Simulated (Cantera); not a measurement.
An adiabatic, constant-volume homogeneous reactor starts with C3H8 : O2 : N2 = 1 : 2.94 : 11.1 (molar parts), equivalence ratio 1.7, at 1350 K and 1.00 bar.

Detailed kinetics in Cantera: GRI-Mech 3.0 (53 species, 325 reactions). GRI-Mech 3.0 was tuned for natural gas; its chemistry of propane as a main component is partial and can be far from experiment.

**Question.** Predict: time of steepest temperature rise; temperature at 9.00 s; equilibrium temperature; x(O2) at 9.00 s; x(H2) at 9.00 s; x(NO) at 9.00 s; x(HCN) at 9.00 s.

**Answer.** 
| Quantity | Value |
|---|---|
| time of steepest temperature rise | 0.438 ms |
| temperature at 9.00 s | 2872 K |
| equilibrium temperature | 2872 K |
| x(O2) at 9.00 s | 0.000603 (gas-phase equilibrium 0.000603) |
| x(H2) at 9.00 s | 0.0858 (gas-phase equilibrium 0.0858) |
| x(NO) at 9.00 s | 0.00191 (gas-phase equilibrium 0.00191) |
| x(HCN) at 9.00 s | 1.21e-7 (gas-phase equilibrium 1.21e-7) |
